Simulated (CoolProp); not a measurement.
Vapour pressure (MPa) of R142b: the reference equation beside estimates from Tc = 410.3 K, pc = 4.055 MPa, ω = 0.232. Clausius-Clapeyron is anchored at 262.6 K with a constant enthalpy of vaporisation of 22.52 kJ/mol.

The numbers come from the reference Helmholtz-energy equation of state, Lemmon 2006 in CoolProp. It is a short technical equation, of lower accuracy than the large ones.

```
T (K)  reference  Lee-Kesler  Clausius-Clapeyron  van der Waals  Redlich-Kwong  Peng-Robinson
-----  ---------  ----------  ------------------  -------------  -------------  -------------
218.1   0.009852    0.009523             0.01166         0.1687        0.02060        0.01024
232.9    0.02350     0.02289             0.02566         0.2540        0.04529        0.02401
247.8    0.04990     0.04903             0.05163         0.3660        0.08901        0.05038
262.6    0.09560     0.09467             0.09560         0.5066         0.1587        0.09578
277.5     0.1697      0.1692              0.1663         0.6808         0.2636         0.1693
292.3     0.2811      0.2814              0.2726         0.8889         0.4108         0.2798
307.2     0.4421      0.4438              0.4273          1.136         0.6108         0.4400
322       0.6625      0.6658              0.6407          1.422         0.8692         0.6603
```

Absolute difference from the reference over all 8 rows, mean and median: Lee-Kesler 1.2 and 0.7 %, Clausius-Clapeyron 5.3 and 3.3 %, van der Waals 555.7 and 365.5 %, Redlich-Kwong 64.6 and 60.7 %, Peng-Robinson 1.1 and 0.5 %.
